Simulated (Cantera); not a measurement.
A closed system holds: 1 mol Si₃N₄, 0.0028 mol Si, 0.7 mol N₂, at 100 Torr.

Cantera equilibrium calculation (NASA polynomials, part measured and part estimated; ideal gas, pure solids and liquids). Candidate condensed phases: Si, Si₃N₄; 13 gas species. Ions and electrons are included (thermal ionisation). The tables' values for SiN are old estimates; treat these amounts as uncertain. Equilibrium is a limit: real reactors are often held back by kinetics, nucleation or transport.

log p: log10 of the partial pressure in bar; nothing condenses.

```csv
T (°C),log p Si,log p N₂,log p N,log p Si₂
2727,-1.18,-1.19,-5.45,-2.70
3227,-1.16,-1.20,?,?
3727,-1.16,-1.20,-3.35,-4.02
4227,-1.16,-1.21,?,?
4727,-1.17,-1.24,-2.10,-4.89
```

Task: Complete the blanks.

Result: 
- 4227, log p N: -2.65
- 4227, log p Si₂: -4.49
- 3227, log p N: -4.25
- 3227, log p Si₂: -3.44
